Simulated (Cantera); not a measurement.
Ignition delay

Mixture: H2 : O2 : N2 : NO = 1 : 0.515 : 1.94 : 0.0097 (molar parts), at 5.00 bar, adiabatic and at constant volume. Ignition delay is the time to a rise of 400 K.

Cantera simulation using GRI-Mech 3.0 (53 species, 325 reactions); the numbers are that mechanism's predictions, not measurements. The hydrogen kinetics of GRI-Mech 3.0 are dated; newer H2 mechanisms differ, most at raised pressure. The mechanism lacks 2 NO + O2 → 2 NO2 and HONO, so NO2 and the effect of NO are under-described below about 1400 K.

```
T0 (K)  delay (ms)
------  ----------
1150        0.0199
1225        0.0102
1300       0.00622
1375       0.00427
1450       0.00316
```

| Quantity | Value |
|---|---|
| apparent activation energy between 1300 and 1450 K | 71 kJ/mol |
